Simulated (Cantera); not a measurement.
Feed: 1 mol Si₃N₄, 0.069 mol O₂, 99 mol N₂, held at 1000 Pa.

Cantera equilibrium calculation (NASA polynomials, part measured and part estimated; ideal gas, pure solids and liquids). Candidate condensed phases: Si, SiO₂, Si₂N₂O, Si₃N₄; 16 gas species. Mutual solubility and eutectic melting of coexisting phases are not modelled. Rates play no part.

Task: Which condensed phases are stable at each of these points (T (°C)): 775, 875, 975, 1075, 1175, 1275, 1375, 1475, 1575, 1675, 1775, 1875?

Result: 
```tsv
T (°C)	condensed phases	Si condensed (%)
775	Si₂N₂O(s) + Si₃N₄(s)	100.0
875	Si₂N₂O(s) + Si₃N₄(s)	100.0
975	Si₂N₂O(s) + Si₃N₄(s)	100.0
1075	Si₂N₂O(s) + Si₃N₄(s)	100.0
1175	Si₂N₂O(s) + Si₃N₄(s)	100.0
1275	Si₂N₂O(s) + Si₃N₄(s)	99.8
1375	Si₂N₂O(s) + Si₃N₄(s)	96.9
1475	Si₃N₄(s)	95.1
1575	Si(l)	92.9
1675	Si(l)	86.5
1775	Si(l)	66.8
1875	Si(l)	12.0
```

From 775 °C to 1375 °C the condensed part is Si₂N₂O(s) + Si₃N₄(s). At 1475 °C the condensed part is Si₃N₄(s). From 1575 °C to 1875 °C the condensed part is Si(l).
